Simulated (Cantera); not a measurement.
Feed: 1 mol Si, 2.3 mol F₂, 0.26 mol N₂, equilibrated at 0.133 bar.

These are equilibrium values from Cantera (NASA tables, ideal gas, pure condensed phases), not measurements of a reactor. Candidate condensed phases: Si, Si₃N₄; 16 gas species. Equilibrium is a limit: real reactors are often held back by kinetics, nucleation or transport.

log p: log10 of the partial pressure in bar; nothing condenses.

```csv
T (K),log p SiF₄,log p F,log p N₂,log p F₂,log p NF₃,log p NF₂
925,-1.08,-2.20,-1.67,-1.68,?,-7.05
1000,-1.09,-1.88,-1.68,-1.75,?,-6.98
1075,-1.11,-1.66,-1.69,-1.90,?,-7.01
1150,-1.12,-1.51,-1.71,-2.13,?,-7.14
1225,-1.13,-1.43,-1.72,-2.44,?,-7.35
1300,-1.14,-1.40,-1.72,-2.77,?,-7.60
1375,-1.14,-1.38,-1.73,-3.10,?,-7.86
```

Problem. Complete the blanks.

Solution. 
- 925, log p NF₃: -3.19
- 1000, log p NF₃: -3.86
- 1075, log p NF₃: -4.56
- 1150, log p NF₃: -5.32
- 1225, log p NF₃: -6.13
- 1300, log p NF₃: -6.95
- 1375, log p NF₃: -7.73
